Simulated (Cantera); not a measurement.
Input: 1 mol AlI3, 0.44 mol H2O, 3.6 mol N2, equilibrated at 0.128 Torr.

Cantera equilibrium calculation (NASA polynomials, part measured and part estimated; ideal gas, pure solids and liquids). Candidate condensed phases: Al, AlI3, AlN, Al2O3, H2O, I2; 41 gas species. The tables' values for AlOH are old estimates; treat these amounts as uncertain. Kinetics and transport are ignored. All values below are at 2023 K.

Base state: N2 0.477, I 0.359, H2 0.0429, Al 0.0416, AlI 0.0376, H 0.0302, Al2O 0.0108, HI 0.000550 (mole fractions); condensed: Al2O3(s).

What changes in the equilibrium state with this change: H2O from 0.44 to 0.58 mol?


```tsv
species	before	after
N2	0.477	0.470
I	0.359	0.359
H2	0.0429	0.0579
Al	0.0416	0.0359
Al2O	0.0108	0.00884
H	0.0302	0.0350
AlI	0.0376	0.0324
H2O	1.91e-5	2.84e-5
HI	0.000550	0.000639
AlOH	6.26e-5	6.92e-5
Al2O3(s), mol	0.119	0.170
```
